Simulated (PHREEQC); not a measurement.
# Polishing slurry liquid (model solution)

Solution (70 °C): 0.0074 mol/kgw H2SO4, 4.4e-05 mol/kgw K2SO4 and 7.8e-05 mol/kgw H3BO3. It is in equilibrium with CO2 at log p = -3.5 (atm). Otherwise closed; pH follows from the charge balance.

Computed with PHREEQC (ion-association model, phreeqc.dat).

No solid was allowed to form.

Q: Estimate the pH.

A: pH 2.05.

Q: In which forms is K present?

A: K+ 98 %, KSO4- 2.2 % of the K.

Away from 25 °C the constants follow the database's enthalpies or fits; those with neither stay at their 25 °C values.
